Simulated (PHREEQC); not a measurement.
Na2CO3 is added in steps, without added water, to 1 kg of water holding 0.079 mol HF and 0.001 mol NH4F, at 25 °C. Oxygen is held at 0.21 atm. No CO2 enters from the air. Precipitation was switched off in this run.

Base run: PHREEQC, ion-association model, wateq4f.dat. Each further column changes one thing. The table gives HF (mol/kgw).

| Na2CO3 added (mol) | base | database phreeqc.dat | Davies equation for every ion | all activity coefficients set to 1 | Debye-Hückel limiting law |
|---|---|---|---|---|---|
| 0 | 0.0550 | 0.0692 | 0.0550 | 0.0555 | 0.0550 |
| 0.02344 | 0.0244 | 0.0270 | 0.0244 | 0.0246 | 0.0243 |
| 0.04219 | 0.000322 | 0.000321 | 0.000330 | 0.000331 | 0.000330 |
| 0.06563 | 1.31e-5 | 1.31e-5 | 1.36e-5 | 1.36e-5 | (withheld) |
| 0.08438 | 2.26e-7 | 2.26e-7 | 2.37e-7 | (withheld) | (withheld) |
| 0.1078 | 4.80e-8 | 4.80e-8 | 5.06e-8 | (withheld) | 6.17e-8 |
| 0.1266 | 3.04e-8 | 3.03e-8 | 3.21e-8 | (withheld) | 4.09e-8 |
| 0.15 | 2.13e-8 | 2.12e-8 | (withheld) | 2.60e-8 | 3.03e-8 |

Task: What belongs in the gaps?

Result: 
- 0.06563, Debye-Hückel limiting law: 1.37e-5
- 0.08438, all activity coefficients set to 1: 2.56e-7
- 0.08438, Debye-Hückel limiting law: 2.73e-7
- 0.1078, all activity coefficients set to 1: 5.60e-8
- 0.1266, all activity coefficients set to 1: 3.62e-8
- 0.15, Davies equation for every ion: 2.26e-8

wateq4f.dat counts part of the HF as a dimer, H2F2, which phreeqc.dat doesn't know; its constant is uncertain.  phreeqc.dat and wateq4f.dat share most of their constants, so their agreement is no independent check.
